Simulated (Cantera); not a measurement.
Feed: 1 mol SiCl4, 0.35 mol H2, 0.79 mol Cl2, at 0.100 bar.

These are equilibrium values from Cantera (NASA tables, ideal gas, pure condensed phases), not measurements of a reactor. Candidate condensed phases: Si; 19 gas species. The tables' values for SiCl3 are old estimates; treat these amounts as uncertain. The numbers say what is thermodynamically allowed, not how fast it happens. All values below are at 1152 °C.

Base state: SiCl4 0.457, HCl 0.320, Cl2 0.178, Cl 0.0458, SiCl3 3.41e-5 (mole fractions); condensed: gas only.

**Question.** What changes in the equilibrium state with this change: Cl2 from 0.79 to 0.52 mol?

**Answer.** 
| species | before | after |
|---|---|---|
| SiCl4 | 0.457 | 0.527 |
| HCl | 0.320 | 0.369 |
| Cl2 | 0.178 | 0.0747 |
| Cl | 0.0458 | 0.0297 |
| SiCl3 | 3.41e-5 | 6.08e-5 |
